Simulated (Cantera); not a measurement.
Equilibrium for carbon deposition, reforming and gasification: CO + NH3 + N2 + H2

A closed system holds: 1 mol CO, 0.29 mol NH3, 0.19 mol N2, 0.00031 mol H2, held at 2.00 bar.

Cantera equilibrium calculation (NASA polynomials, part measured and part estimated; ideal gas, pure solids and liquids). Candidate condensed phases: C, C6H6, C7H8, C8H18, H2O; 136 gas species. Kinetics and transport are ignored.

| T (K) | x CO | x N2 | x H2 | x CO2 | x H2O | x CH4 | n C(graphite) |
|---|---|---|---|---|---|---|---|
| 923 | 0.192 | 0.258 | 0.189 | 0.232 | 0.112 | 0.0166 | 0.426 |
| 1023 | 0.391 | 0.220 | 0.224 | 0.109 | 0.0479 | 0.00750 | 0.228 |
| 1123 | 0.514 | 0.199 | 0.236 | 0.0319 | 0.0160 | 0.00327 | 0.0752 |
| 1223 | 0.551 | 0.192 | 0.241 | 0.00837 | 0.00534 | 0.00155 | 0.0212 |
| 1323 | 0.561 | 0.190 | 0.244 | 0.00249 | 0.00200 | 0.000806 | 0.00639 |
| 1423 | 0.564 | 0.190 | 0.245 | 0.000865 | 0.000851 | 0.000456 | 0.00199 |
| 1523 | 0.564 | 0.189 | 0.245 | 0.000346 | 0.000403 | 0.000277 | 0.000344 |
| 1623 | 0.565 | 0.189 | 0.245 | 0.000217 | 0.000293 | 0.000128 | 0 |
| 1723 | 0.565 | 0.189 | 0.245 | 0.000180 | 0.000275 | 5.19e-5 | 0 |
x: gas mole fraction; n: condensed amount in mol.

From 923 K to 1523 K the condensed part is C(graphite). From 1623 K to 1723 K nothing is condensed. The main C-bearing gas is CO2 at 923 K and CO at 1723 K.
